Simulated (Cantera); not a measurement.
Mixture: CH3OH : O2 : N2 = 1 : 0.882 : 3.32 (molar parts), equivalence ratio 1.7, at 4.00 bar, adiabatic and at constant volume. Ignition delay is the time to a rise of 400 K.

Computed with Cantera and GRI-Mech 3.0 (53 species, 325 reactions). GRI-Mech 3.0 was tuned for natural gas; its chemistry of methanol as a main component is partial and can be far from experiment.

Predict: delay at 1275 K; delay at 1350 K; delay at 1425 K; delay at 1500 K; delay at 1575 K; apparent activation energy between 1425 and 1575 K.


```
Quantity                                                 Value
--------------------------------------------------  ----------
delay at 1275 K                                       0.785 ms
delay at 1350 K                                       0.278 ms
delay at 1425 K                                       0.111 ms
delay at 1500 K                                        50.0 µs
delay at 1575 K                                        24.7 µs
apparent activation energy between 1425 and 1575 K  190 kJ/mol
```
